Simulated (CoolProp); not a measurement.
The fluid at 503.28 K and 0.553 MPa is throttled through a valve to 0.29 MPa with no heat exchange. The same conditions are run with several fluids, on thermodynamics alone (safety and materials aside).

Model: reference Helmholtz-energy equation of state of each fluid (sulfur dioxide: Gao 2016; dimethyl carbonate: Zhou 2011; carbon dioxide: Span 1996; toluene: Lemmon 2006; propane: Lemmon 2009), in CoolProp.

```tsv
fluid	temperature change (K)	final density (kg/m³)
sulfur dioxide	-2.2	4.49
dimethyl carbonate	-2.4	6.46
carbon dioxide	-0.8	3.06
toluene	-3.7	6.75
propane	-1.0	3.09
```
